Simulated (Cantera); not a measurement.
What does this Cantera script print?

```python
import numpy as np
import cantera as ct

gas_names = """
    F FO FO2 F2 F2O H HF HOF HO2 H2 H2F2 H2O H2O2 H3F3 H4F4 H5F5 H6F6 H7F7 O OH O2 O3 Si SiF SiF2 SiF3
    SiF4 SiH SiHF3 SiH2 SiH2F2 SiH3 SiH3F SiH4 SiO SiO2 Si2 Si3
""".split()
cond_names = """
    H2O(s) H2O(L) Si(cr) Si(L) SiO2(Lqz) SiO2(hqz) SiO2(L)
""".split()


def load(file, names, dense=False):
    # The tables refer to 1 bar. Condensed volumes are neglected.
    table = {s.name: s for s in ct.Species.list_from_file(file)}
    out = []
    for n in names:
        d = dict(table[n].input_data)
        d["thermo"] = dict(d["thermo"], **{"reference-pressure": 1e5})
        if dense:
            d["equation-of-state"] = {"model": "constant-volume", "density": "1e6 g/cm^3"}
        out.append(ct.Species.from_dict(d))
    return out


gas = ct.Solution(thermo="ideal-gas", species=load("nasa_gas.yaml", gas_names))
cond = {s.name: ct.Solution(thermo="fixed-stoichiometry", species=[s], name=s.name)
        for s in load("nasa_condensed.yaml", cond_names, dense=True)}
atoms = {
    'SiO2': {'Si': 1, 'O': 2},
    'F2': {'F': 2},
    'H2': {'H': 2},
}
top_T = {}  # K; cautious upper limits of use, not melting points


def equilibrate(T, P, feed):
    n = {}
    for name, mol in feed.items():
        for a, k in atoms[name].items():
            n[a] = n.get(a, 0.0) + k * mol
    gas.TPX = T, P, n
    mass = sum(n.values()) * gas.mean_molecular_weight
    gas.equilibrate("TP")
    valid = [c for c in cond.values() if c.min_temp <= T <= top_T.get(c.name, c.max_temp)]
    mix = ct.Mixture([(gas, mass / gas.mean_molecular_weight)] + [(c, 0.0) for c in valid])
    mix.T, mix.P = T, P
    mix.equilibrate("TP", solver="vcs", rtol=1e-11, max_steps=5000)
    return mix


results = []
T = 1548.15  # K
P = 2500  # Pa
for m in [4.7, 6.1, 7.9, 10, 13, 17, 23, 30, 39]:
    feed = {'SiO2': 1, 'F2': 1.5, 'H2': m}  # mol
    mix = equilibrate(T, P, feed)
    results.append((T, P, feed, dict(zip(mix.species_names, mix.species_moles))))

top = {s: max(r[3][s] / sum(r[3][g] for g in gas_names) for r in results) for s in gas_names}
cols = sorted((s for s in top if top[s] > 1e-06), key=lambda s: -top[s])[:6]
seen = [c for c in cond_names if any(r[3].get(c, 0) > 1e-12 for r in results)]
print("log10 of partial pressures in bar; condensed amounts in mol")
print(f"{'n(H2)':>10s}" + "".join(f"{s[:9]:>10s}" for s in cols + seen))
for T, P, feed, n in results:
    ng = sum(n[g] for g in gas_names)
    print(f"{feed['H2']:10.4g}" + "".join(f"{np.log10(max(n[s] / ng * P / 1e5, 1e-99)):10.3f}" for s in cols)
          + "".join(f"{n.get(c, 0):10.4g}" for c in seen))
```

Output:

```
log10 of partial pressures in bar; condensed amounts in mol
     n(H2)        H2        HF       H2O      SiF4         H      SiF3 SiO2(hqz)
       4.7    -1.881    -1.986    -2.998    -3.302    -5.451    -5.477    0.8778
       6.1    -1.814    -2.072    -3.112    -3.417    -5.418    -5.473    0.8843
       7.9    -1.764    -2.161    -3.231    -3.538    -5.393    -5.479    0.8907
        10    -1.730    -2.246    -3.343    -3.652    -5.376    -5.491    0.8965
        13    -1.700    -2.343    -3.472    -3.783    -5.361    -5.510    0.9028
        17    -1.677    -2.446    -3.608    -3.922    -5.349    -5.535    0.9089
        23    -1.657    -2.564    -3.763    -4.083    -5.340    -5.568    0.9153
        30    -1.645    -2.669    -3.902    -4.228    -5.333    -5.602    0.9204
        39    -1.635    -2.775    -4.039    -4.376    -5.328    -5.639    0.9248
```

Method: chemical equilibrium by Gibbs-energy minimisation in Cantera with the NASA 1993 tables (ideal gas, pure condensed phases). The tables' values for SiF3 are old estimates; treat these amounts as uncertain. The tables hold silica as quartz up to 1696 K and as liquid above; real silica turns to tridymite and cristobalite and melts near 1996 K.
